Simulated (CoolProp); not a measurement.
Properties of n-perfluorohexane along the isotherm 450 K.

Computed with CoolProp (reference Helmholtz-energy equation of state, Gao 2022).

| p (kPa) | phase | density (kg/m³) | cp (kJ/(kg K)) | isothermal compressibility (1/MPa) | expansivity (1/kK) |
|---|---|---|---|---|---|
| 2.75 | gas | 0.2486 | 1.007 | 363.8 | 2.227 |
| 5.65 | gas | 0.5110 | 1.007 | 177.2 | 2.231 |
| 11.6 | gas | 1.050 | 1.008 | 86.41 | 2.240 |
| 23.8 | gas | 2.161 | 1.008 | 42.22 | 2.260 |
| 49 | gas | 4.471 | 1.009 | 20.61 | 2.301 |
| 101 | gas | 9.314 | 1.011 | 10.11 | 2.390 |
| 206 | gas | 19.43 | 1.016 | 5.074 | 2.586 |
| 424 | gas | 42.08 | 1.028 | 2.607 | 3.089 |
| 871 | gas | 98.48 | 1.071 | 1.494 | 4.849 |
